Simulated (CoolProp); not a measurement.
Propylene along the isobar 2.03 MPa: density (kg/m³) from the reference equation and from simpler models built on Tc = 91.1 °C, pc = 4.555 MPa, ω = 0.146; each cubic takes its own stable root.

Computed with CoolProp (reference Helmholtz-energy equation of state, Lemmon 2013).

```tsv
T (°C)	phase	reference	van der Waals	Soave-Redlich-Kwong
-102.35	liquid	675.6	424.3	631.7
-96.15	liquid	668.7	420.6	626.1
-89.85	liquid	661.6	416.8	620.4
-83.65	liquid	654.5	413.0	614.5
-77.35	liquid	647.3	409.0	608.3
-71.15	liquid	640.2	404.9	602.0
-64.85	liquid	632.8	400.7	595.4
-58.65	liquid	625.5	396.5	588.7
-52.35	liquid	618.0	392.0	581.6
-46.15	liquid	610.4	387.5	574.3
-39.85	liquid	602.6	382.8	566.7
-33.65	liquid	594.9	378.0	558.9
-27.35	liquid	586.8	372.9	550.6
-21.15	liquid	578.6	367.8	542.1
-14.85	liquid	570.2	362.3	533.1
-8.65	liquid	561.6	356.6	523.9
```
